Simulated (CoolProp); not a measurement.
Decamethyltetrasiloxane (MD2M) along the isotherm 326.85 °C: Z from the reference equation and from simpler models built on Tc = 326.2 °C, pc = 1.144 MPa, ω = 0.635; each cubic takes its own stable root.

Model: reference Helmholtz-energy equation of state, Thol 2017, in CoolProp.

```json
[
 {"p (MPa)": "0.114", "phase": "gas", "reference": "0.9675"},
 {"p (MPa)": "0.229", "phase": "gas", "reference": "0.9331"},
 {"p (MPa)": "0.343", "phase": "gas", "reference": "0.8971"},
 {"p (MPa)": "0.458", "phase": "gas", "reference": "0.8582"},
 {"p (MPa)": "0.572", "phase": "gas", "reference": "0.8161"},
 {"p (MPa)": "0.686", "phase": "gas", "reference": "0.7693"},
 {"p (MPa)": "0.801", "phase": "gas", "reference": "0.7150"},
 {"p (MPa)": "0.915", "phase": "gas", "reference": "0.6498"},
 {"p (MPa)": "1.03", "phase": "gas", "reference": "0.5614"},
 {"p (MPa)": "1.26", "phase": "supercritical", "reference": "0.1963"},
 {"p (MPa)": "1.37", "phase": "supercritical", "reference": "0.2025"},
 {"p (MPa)": "1.49", "phase": "supercritical", "reference": "0.2129"},
 {"p (MPa)": "1.6", "phase": "supercritical", "reference": "0.2236"},
 {"p (MPa)": "1.72", "phase": "supercritical", "reference": "0.2358"}
]
```

Question: How far does each simpler model (Redlich-Kwong, Soave-Redlich-Kwong, Peng-Robinson) lie from the reference over these 14 states: mean and median of the absolute difference, and the worst?

Answer: 
- Redlich-Kwong: mean 10.0 %, median 1.4 %, worst +30.7 % at 326.85 °C and 1.26 MPa
- Soave-Redlich-Kwong: mean 10.1 %, median 1.4 %, worst +31.4 % at 326.85 °C and 1.26 MPa
- Peng-Robinson: mean 7.3 %, median 5.0 %, worst +19.4 % at 326.85 °C and 1.26 MPa
